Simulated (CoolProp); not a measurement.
Nitrogen along the isotherm 108.9 K: density (kg/m³) from the reference equation and from simpler models built on Tc = 126.2 K, pc = 3.396 MPa, ω = 0.037; each cubic takes its own stable root.

Model: reference Helmholtz-energy equation of state, Span 2000, in CoolProp.

| p (MPa) | phase | reference |
|---|---|---|
| 0.141 | gas | 4.459 |
| 0.283 | gas | 9.161 |
| 0.424 | gas | 14.07 |
| 0.566 | gas | 19.29 |
| 0.707 | gas | 24.81 |
| 0.849 | gas | 30.75 |
| 0.99 | gas | 37.13 |
| 1.13 | gas | 44.05 |
| 1.27 | gas | 51.76 |
| 1.41 | liquid | 630.3 |
| 1.56 | liquid | 631.9 |
| 1.7 | liquid | 633.5 |

Problem. How far does each simpler model (van der Waals, Redlich-Kwong, Soave-Redlich-Kwong, Peng-Robinson) lie from the reference over these 12 states: mean and median of the absolute difference, and the worst?

Solution. 
- van der Waals: mean 24.6 %, median 3.6 %, worst -91.2 % at 108.9 K and 1.41 MPa
- Redlich-Kwong: mean 1.6 %, median 0.1 %, worst -6.4 % at 108.9 K and 1.41 MPa
- Soave-Redlich-Kwong: mean 1.6 %, median 0.1 %, worst -6.2 % at 108.9 K and 1.41 MPa
- Peng-Robinson: mean 2.3 %, median 1.3 %, worst +6.6 % at 108.9 K and 1.7 MPa

At some of these states van der Waals gives the other phase, because its saturation line lies elsewhere.
